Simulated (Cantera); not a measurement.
A Cantera script and its output.

```python
import numpy as np
import cantera as ct

gas = ct.Solution("gri30.yaml")


def delay(T, t_max=10):
    gas.TPX = T, 730000, {'CH4': 1, 'CO': 0.25, 'O2': 3.66, 'N2': 31}
    reactor = ct.IdealGasReactor(gas, clone=False)
    net = ct.ReactorNet([reactor])
    net.rtol, net.atol = 1e-8, 1e-16
    while net.time < t_max:
        t_old, T_old = net.time, reactor.T
        net.step()
        if reactor.T > T + 400:  # ignition: a rise of 400 K
            return t_old + (T + 400 - T_old) / (reactor.T - T_old) * (net.time - t_old)
    return np.nan


taus = []
for T in [1150, 1200, 1250, 1300, 1350, 1400, 1450, 1500, 1550, 1600]:
    taus.append(delay(T))
    print(f"T0 = {T:6g} K   tau = {taus[-1]:.4e} s")
```

Output:

```
T0 =   1150 K   tau = 2.4253e-02 s
T0 =   1200 K   tau = 1.2201e-02 s
T0 =   1250 K   tau = 6.4052e-03 s
T0 =   1300 K   tau = 3.4807e-03 s
T0 =   1350 K   tau = 1.9469e-03 s
T0 =   1400 K   tau = 1.1167e-03 s
T0 =   1450 K   tau = 6.5548e-04 s
T0 =   1500 K   tau = 3.9359e-04 s
T0 =   1550 K   tau = 2.4201e-04 s
T0 =   1600 K   tau = 1.5265e-04 s
```

Computed with Cantera and GRI-Mech 3.0 (53 species, 325 reactions).
